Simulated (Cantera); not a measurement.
## Premixed flame

A freely propagating, adiabatic, planar premixed flame of CH4 : H2 : O2 : N2 = 1 : 0.043 : 1.44 : 4.19 (molar parts), unburnt at 425 K and 500000 Pa; mixture-averaged transport, grid criteria slope 0.08 and curve 0.16, no radiation.

Cantera simulation using GRI-Mech 3.0 (53 species, 325 reactions); the numbers are that mechanism's predictions, not measurements. Burning velocities carry a grid error of a few per cent, more on coarse grids.

```json
[
 {"z (mm)": "-0.452", "T (K)": "426", "u (m/s)": "0.322", "x CH4": "0.149", "x H2": "0.00925", "x O2": "0.215", "x CH2CO": "<1e-8", "x NO": "<1e-8", "x H2O": "0.000106"},
 {"z (mm)": "-0.302", "T (K)": "431", "u (m/s)": "0.328", "x CH4": "0.148", "x H2": "0.0140", "x O2": "0.214", "x CH2CO": "1.34e-7", "x NO": "<1e-8", "x H2O": "0.000901"},
 {"z (mm)": "-0.226", "T (K)": "455", "u (m/s)": "0.348", "x CH4": "0.145", "x H2": "0.0202", "x O2": "0.211", "x CH2CO": "1.14e-6", "x NO": "2.34e-8", "x H2O": "0.00408"},
 {"z (mm)": "-0.151", "T (K)": "593", "u (m/s)": "0.460", "x CH4": "0.134", "x H2": "0.0317", "x O2": "0.199", "x CH2CO": "1.63e-5", "x NO": "2.81e-7", "x H2O": "0.0218"},
 {"z (mm)": "-0.0754", "T (K)": "1142", "u (m/s)": "0.909", "x CH4": "0.0904", "x H2": "0.0476", "x O2": "0.145", "x CH2CO": "0.000196", "x NO": "4.53e-6", "x H2O": "0.0892"},
 {"z (mm)": "-0.0377", "T (K)": "1589", "u (m/s)": "1.28", "x CH4": "0.0520", "x H2": "0.0556", "x O2": "0.0919", "x CH2CO": "0.000468", "x NO": "1.07e-5", "x H2O": "0.144"},
 {"z (mm)": "0", "T (K)": "1987", "u (m/s)": "1.63", "x CH4": "0.0173", "x H2": "0.0615", "x O2": "0.0378", "x CH2CO": "0.000410", "x NO": "1.97e-5", "x H2O": "0.192"},
 {"z (mm)": "0.0377", "T (K)": "2179", "u (m/s)": "1.79", "x CH4": "0.00423", "x H2": "0.0642", "x O2": "0.0108", "x CH2CO": "0.000109", "x NO": "3.36e-5", "x H2O": "0.212"},
 {"z (mm)": "0.0754", "T (K)": "2242", "u (m/s)": "1.84", "x CH4": "0.00143", "x H2": "0.0663", "x O2": "0.00296", "x CH2CO": "3.40e-5", "x NO": "4.84e-5", "x H2O": "0.216"},
 {"z (mm)": "0.151", "T (K)": "2273", "u (m/s)": "1.87", "x CH4": "0.000390", "x H2": "0.0693", "x O2": "0.000309", "x CH2CO": "8.18e-6", "x NO": "6.95e-5", "x H2O": "0.214"},
 {"z (mm)": "0.302", "T (K)": "2283", "u (m/s)": "1.87", "x CH4": "9.75e-5", "x H2": "0.0713", "x O2": "1.98e-5", "x CH2CO": "1.62e-6", "x NO": "9.17e-5", "x H2O": "0.213"},
 {"z (mm)": "0.603", "T (K)": "2287", "u (m/s)": "1.88", "x CH4": "1.51e-5", "x H2": "0.0719", "x O2": "7.87e-6", "x CH2CO": "1.98e-7", "x NO": "0.000113", "x H2O": "0.212"},
 {"z (mm)": "1.21", "T (K)": "2287", "u (m/s)": "1.88", "x CH4": "6.28e-7", "x H2": "0.0720", "x O2": "6.71e-6", "x CH2CO": "<1e-8", "x NO": "0.000128", "x H2O": "0.212"}
]
```
x: mole fraction of selected species; z is measured from the peak of heat release.

```yaml
laminar_burning_velocity: 32.1 cm/s
thermal_thickness: 0.151 mm
peak x(CH2CO): 0.000537
grid_points: 133
```
